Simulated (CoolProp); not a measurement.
Vapour-liquid equilibrium of R227EA (1) + isobutene (2) at 2.69 bar; x and y are mole fractions of (1).

Computed with CoolProp (multi-fluid Helmholtz-energy mixture model, Lemmon 2016 and Lemmon 2005; pair parameters Bell 2016).

```csv
x,"bubble temperature, mixture model (K)","bubble temperature, Raoult's law (K)","y, mixture model","y, Raoult's law"
0.05,289.5,293.3,0.166,0.073
0.15,284.2,291.8,0.348,0.208
0.25,281.6,290.4,0.443,0.331
0.35,280.2,289.1,0.504,0.445
0.45,279.4,287.9,0.552,0.549
0.55,279.0,286.7,0.598,0.645
0.65,278.8,285.6,0.650,0.734
0.75,279.0,284.5,0.715,0.817
0.85,279.7,283.5,0.802,0.894
0.95,281.0,282.5,0.922,0.966
```

The largest gap from Raoult's law is -8.9 K in bubble temperature, at x = 0.35. y crosses x between x = 0.65 and 0.75: the model has an azeotrope there.

Pair parameters are fitted to limited data, so mixtures are less certain than the pure fluids.
